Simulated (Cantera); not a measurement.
Equilibrium for silicon carbide growth: SiH4 + CH4 + H2

Feed: 1 mol SiH4, 0.075 mol CH4, 7.1 mol H2, equilibrated at 330 Pa.

These are equilibrium values from Cantera (NASA tables, ideal gas, pure condensed phases), not measurements of a reactor. Candidate condensed phases: C, C6H6, C7H8, C8H18, Si, SiC; 87 gas species. Mutual solubility and eutectic melting of coexisting phases are not modelled. Gases not in the tables: Si2H6 and higher silanes. Rates play no part.

```
T (°C)   x H2       x H      x Si    x Si2C     x SiH    x SiC2     x Si2  x C2H2 (acetylene)  n Si(s)  n SiC(s)  n Si(l)
------  -----  --------  --------  --------  --------  --------  --------  ------------------  -------  --------  -------
1152    1.000  0.000119   4.88e-7  3.99e-10   1.25e-7    <1e-12  3.55e-10            1.01e-10    0.925    0.0750        0
1252    1.000  0.000412   5.72e-6   1.06e-8   9.53e-7    <1e-12   8.72e-9            7.78e-10    0.925    0.0750        0
1352    0.999   0.00123   4.94e-5   1.85e-7   5.65e-6  3.02e-11   1.43e-7             4.65e-9    0.924    0.0750        0
1452    0.996   0.00323  0.000308   2.15e-6   2.52e-5  8.04e-10   1.47e-6             2.60e-8        0    0.0750    0.922
1552    0.991   0.00763   0.00138   1.67e-5   8.37e-5   1.69e-8   8.97e-6             1.55e-7        0    0.0748    0.911
1652    0.978    0.0165   0.00527  0.000104  0.000244   2.56e-7   4.53e-5             7.56e-7        0    0.0740    0.871
1752    0.948    0.0326    0.0176  0.000537  0.000632   2.96e-6  0.000194             3.10e-6        0    0.0697    0.739
1852    0.883    0.0594    0.0526   0.00236   0.00146   2.70e-5  0.000723             1.06e-5        0    0.0503    0.333
1952    0.812     0.102    0.0784   0.00501   0.00171  0.000363  0.000727            0.000105        0    0.0113        0
2052    0.748     0.166    0.0796   0.00337   0.00139   0.00129  0.000364            0.000393        0         0        0
```
x: gas mole fraction; n: condensed amount in mol.

From 1152 °C to 1352 °C the condensed part is Si(s) + SiC(s). From 1452 °C to 1852 °C the condensed part is Si(l) + SiC(s). At 1952 °C the condensed part is SiC(s). At 2052 °C nothing is condensed. The main Si-bearing gas is SiH2 at 1152 °C and Si at 2052 °C.
